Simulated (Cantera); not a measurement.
Catalytic stagnation flow on Pt

A jet of 1.96 % H2, 12.0 % O2, 86.1 % N2, equivalence ratio 0.082 at 300 K and 50.3 Torr hits a platinum plate 2.2 cm away at a mass flux of 0.17 kg/m²/s; the plate temperature is set and raised in steps from an oxygen-covered start.

Model: Deutschmann's 1995 Pt surface mechanism with GRI-Mech 3.0 gas chemistry, integrated in Cantera. Catalytic surfaces can have several steady states; this one follows from the mechanism file's or the stated starting coverage.

```json
[
 {"plate T (K)": "600", "wall x H2": "0.00439", "wall x O2": "0.103", "wall x H2O": "0.0297", "wall x OH": "<1e-8", "θ free Pt": "0.0697", "θ O*": "0.925", "θ OH*": "0.00502"},
 {"plate T (K)": "650", "wall x H2": "0.00437", "wall x O2": "0.103", "wall x H2O": "0.0296", "wall x OH": "<1e-8", "θ free Pt": "0.0733", "θ O*": "0.923", "θ OH*": "0.00337"},
 {"plate T (K)": "700", "wall x H2": "0.00428", "wall x O2": "0.103", "wall x H2O": "0.0296", "wall x OH": "<1e-8", "θ free Pt": "0.0786", "θ O*": "0.919", "θ OH*": "0.00241"},
 {"plate T (K)": "750", "wall x H2": "0.00389", "wall x O2": "0.103", "wall x H2O": "0.0301", "wall x OH": "<1e-8", "θ free Pt": "0.0919", "θ O*": "0.906", "θ OH*": "0.00189"},
 {"plate T (K)": "800", "wall x H2": "0.00319", "wall x O2": "0.102", "wall x H2O": "0.0313", "wall x OH": "<1e-8", "θ free Pt": "0.122", "θ O*": "0.877", "θ OH*": "0.00163"},
 {"plate T (K)": "850", "wall x H2": "0.00249", "wall x O2": "0.102", "wall x H2O": "0.0325", "wall x OH": "1.31e-8", "θ free Pt": "0.168", "θ O*": "0.830", "θ OH*": "0.00147"},
 {"plate T (K)": "900", "wall x H2": "0.00197", "wall x O2": "0.101", "wall x H2O": "0.0334", "wall x OH": "4.22e-8", "θ free Pt": "0.226", "θ O*": "0.773", "θ OH*": "0.00133"}
]
```
x: mole fraction at the wall; θ: surface coverage.
